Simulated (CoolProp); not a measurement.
Properties of n-nonane at several states (Tc = 321.4 °C, pc = 2282 kPa, ω = 0.443).

Model: reference Helmholtz-energy equation of state, Lemmon 2006, in CoolProp. It is a short technical equation, of lower accuracy than the large ones.

```tsv
T (°C)	p (kPa)	phase	Z	cv (kJ/(kg K))	viscosity (µPa s)	Prandtl number
85.55	3690	liquid	[?]	2.016	[?]	7.83
130.05	6760	liquid	[?]	[?]	[?]	6.53
240.15	858	liquid	0.05019	[?]	107	[?]
```

Question: Complete the blanks.

Answer: 
- 85.55, Z: 0.2369
- 85.55, viscosity (µPa s): 363
- 130.05, Z: 0.4050
- 130.05, cv (kJ/(kg K)): 2.193
- 130.05, viscosity (µPa s): 265
- 240.15, cv (kJ/(kg K)): 2.607
- 240.15, Prandtl number: 4.18

Viscosity comes from a separate model (Huber 2004). Thermal conductivity comes from a separate model (Huber 2005).
